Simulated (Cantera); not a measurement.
Mixture: H2 : O2 : N2 = 1 : 0.893 : 3.3 (molar parts), equivalence ratio 0.56, at 9.87 atm, adiabatic and at constant pressure. Ignition delay is the time to a rise of 400 K.

Detailed kinetics in Cantera: GRI-Mech 3.0 (53 species, 325 reactions). The hydrogen kinetics of GRI-Mech 3.0 are dated; newer H2 mechanisms differ, most at raised pressure. Where the delays flatten at high temperature, the 400 K rule measures the pace of heat release, not the induction time.

Problem. Predict: delay at 1275 K; delay at 1325 K; delay at 1375 K; delay at 1425 K; delay at 1475 K; delay at 1525 K; apparent activation energy between 1425 and 1525 K.

Solution. 
* **delay at 1275 K**: 7.04 µs
* **delay at 1325 K**: 4.06 µs
* **delay at 1375 K**: 2.83 µs
* **delay at 1425 K**: 2.16 µs
* **delay at 1475 K**: 1.73 µs
* **delay at 1525 K**: 1.44 µs
* **apparent activation energy between 1425 and 1525 K**: 73 kJ/mol
